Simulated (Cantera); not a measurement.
Premixed flame

A freely propagating, adiabatic, planar premixed flame of 31.3 % H2, 13.0 % O2, 49.1 % N2, 6.57 % H2O, unburnt at 600 K and 82.5 Torr; mixture-averaged transport, grid criteria slope 0.08 and curve 0.16, no radiation.

Model: the H2/O2 subset of GRI-Mech 3.0, which has no nitrogen chemistry, integrated in Cantera. Burning velocities carry a grid error of a few per cent, more on coarse grids.

```tsv
z (mm)	T (K)	u (m/s)	x H2	x O2	x H2O	x O	x OH	x HO2
-24.4	600	5.95	0.313	0.130	0.0657	<1e-8	<1e-8	<1e-8
-16.2	600	5.95	0.313	0.130	0.0657	<1e-8	<1e-8	<1e-8
-12.2	600	5.95	0.313	0.130	0.0657	<1e-8	<1e-8	<1e-8
-8.12	600	5.95	0.313	0.130	0.0657	<1e-8	<1e-8	1.37e-7
-4.06	604	5.99	0.312	0.130	0.0660	4.32e-6	1.42e-5	5.17e-5
-2.03	709	6.96	0.293	0.127	0.0759	0.000179	0.000272	4.06e-5
0	1090	10.4	0.164	0.0823	0.172	0.00600	0.00265	1.43e-5
2.03	1351	12.7	0.0705	0.0277	0.272	0.0107	0.00718	4.14e-6
4.06	1459	13.7	0.0669	0.0218	0.283	0.0108	0.00927	2.86e-6
8.12	1587	14.7	0.0701	0.0192	0.290	0.0101	0.0115	2.16e-6
16.2	1730	15.9	0.0724	0.0163	0.299	0.00882	0.0136	1.58e-6
32.5	1880	17.0	0.0729	0.0130	0.310	0.00700	0.0150	1.11e-6
64.9	2025	18.1	0.0715	0.00973	0.322	0.00500	0.0152	7.80e-7
```
x: mole fraction of selected species; z is measured from the peak of heat release.

```
Quantity                    Result
------------------------  --------
laminar burning velocity  595 cm/s
thermal thickness          8.12 mm
peak x(O)                   0.0109
peak x(OH)                  0.0153
peak x(HO2)                5.61e-5
grid points                    141
```
